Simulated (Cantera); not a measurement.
Feed: 1 mol HCl, 0.043 mol O₂, 1.1 mol N₂, equilibrated at 2600 °C.

Method: chemical equilibrium by Gibbs-energy minimisation in Cantera with the NASA 1993 tables (ideal gas, pure condensed phases). Candidate condensed phases: H₂O, NH₄Cl; 29 gas species. The ideal-gas law is rough above about 30 bar. Rates play no part.

log p: log10 of the partial pressure in bar; nothing condenses.

```csv
P (Pa),log p N₂,log p HCl,log p Cl,log p H,log p H₂,log p H₂O,log p O,log p Cl₂
10,-4.46,-6.89,-4.50,-4.51,-7.06,-9.95,-5.57,-10.77
65,___,___,___,___,___,___,___,___
420,-2.81,-3.77,-2.91,-2.99,-4.02,-5.36,-4.03,-7.58
2700,-1.95,-2.48,-2.17,-2.43,-2.91,-3.67,-3.45,-6.10
17000,-1.11,-1.42,-1.50,-2.04,-2.12,-2.48,-3.05,-4.76
110000,-0.28,-0.47,-0.85,-1.74,-1.53,-1.52,-2.68,-3.46
720000,0.55,0.41,-0.19,-1.52,-1.08,-0.65,-2.26,-2.14
4700000,___,___,___,___,___,___,___,___
30000000,2.18,2.07,1.14,-1.18,-0.41,0.98,-1.30,0.51
```

### Question
Fill in the missing entries.

### Answer

- 65, log p N₂: -3.64
- 65, log p HCl: -5.29
- 65, log p Cl: -3.70
- 65, log p H: -3.71
- 65, log p H₂: -5.47
- 65, log p H₂O: -7.55
- 65, log p O: -4.77
- 65, log p Cl₂: -9.15
- 4700000, log p N₂: 1.37
- 4700000, log p HCl: 1.26
- 4700000, log p Cl: 0.49
- 4700000, log p H: -1.36
- 4700000, log p H₂: -0.76
- 4700000, log p H₂O: 0.17
- 4700000, log p O: -1.76
- 4700000, log p Cl₂: -0.78
